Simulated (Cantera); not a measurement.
NO annealing gas

A perfectly stirred reactor is fed with NO : N₂ : H₂O = 1 : 1.8 : 0.02 (molar parts), at 38000 Pa; it is held at 2223 K, and followed from long to short residence time.

Model: GRI-Mech 3.0 (53 species, 325 reactions), integrated in Cantera.

```tsv
τ (s)	x NO	x NO₂	x O	x O₂	x N₂	x N₂O
0.93	0.0677	4.22e-5	0.00193	0.142	0.781	1.97e-6
0.49	0.101	5.95e-5	0.00181	0.125	0.764	3.98e-6
0.26	0.149	7.86e-5	0.00164	0.101	0.740	8.20e-6
0.14	0.205	9.21e-5	0.00140	0.0734	0.712	1.54e-5
0.071	0.265	9.19e-5	0.00110	0.0439	0.682	2.54e-5
0.038	0.305	7.87e-5	0.000830	0.0242	0.663	3.33e-5
0.020	0.329	6.08e-5	0.000603	0.0123	0.651	3.78e-5
0.010	0.342	4.41e-5	0.000422	0.00586	0.644	3.94e-5
0.0055	0.348	3.34e-5	0.000309	0.00310	0.641	3.93e-5
0.0029	0.351	2.55e-5	0.000217	0.00157	0.640	3.89e-5
0.0015	0.353	2.06e-5	0.000145	0.000756	0.639	3.88e-5
```
x: mole fraction; the columns are a selection and need not sum to one.
